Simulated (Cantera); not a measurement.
Cantera run, input and output.

```python
import numpy as np
import cantera as ct

gas = ct.Solution("gri30.yaml", transport_model="mixture-averaged")
show = ['C2H2', 'NH3', 'CH4']

rows = []
print(f"{'T/K':>7s}{'rho':>11s}{'cp':>10s}{'mu':>11s}{'lambda':>11s}{'Pr':>7s}" + "".join(f"{'D_' + s:>11s}" for s in show))
for T in [400, 500, 600, 700, 800, 900]:
    gas.TPX = T, 1100, {'O2': 0.53}
    Pr = gas.cp_mass * gas.viscosity / gas.thermal_conductivity
    D = [gas.mix_diff_coeffs_mole[gas.species_index(s)] for s in show]
    rows.append([gas.density, gas.cp_mass, gas.viscosity, gas.thermal_conductivity, Pr, *D])
    print(f"{T:7g}{gas.density:11.4e}{gas.cp_mass:10.1f}{gas.viscosity:11.4e}"
          f"{gas.thermal_conductivity:11.4e}{Pr:7.3f}" + "".join(f"{d:11.4e}" for d in D))
print("SI units: kg/m3, J/kg/K, Pa s, W/m/K, m2/s")
```

It prints:

```
    T/K        rho        cp         mu     lambda     Pr     D_C2H2      D_NH3      D_CH4
    400 1.0583e-02     941.4 2.5629e-05 3.3852e-02  0.713 2.5797e-03 3.5496e-03 3.4709e-03
    500 8.4666e-03     971.4 3.0045e-05 4.1143e-02  0.709 3.8285e-03 5.3737e-03 5.1188e-03
    600 7.0555e-03    1002.6 3.4077e-05 4.8204e-02  0.709 5.2578e-03 7.4836e-03 7.0008e-03
    700 6.0476e-03    1031.1 3.7824e-05 5.4969e-02  0.709 6.8547e-03 9.8563e-03 9.1008e-03
    800 5.2917e-03    1054.7 4.1353e-05 6.1440e-02  0.710 8.6091e-03 1.2474e-02 1.1406e-02
    900 4.7037e-03    1073.7 4.4705e-05 6.7643e-02  0.710 1.0513e-02 1.5322e-02 1.3908e-02
SI units: kg/m3, J/kg/K, Pa s, W/m/K, m2/s
```

Detailed kinetics in Cantera: GRI-Mech 3.0 (53 species, 325 reactions).
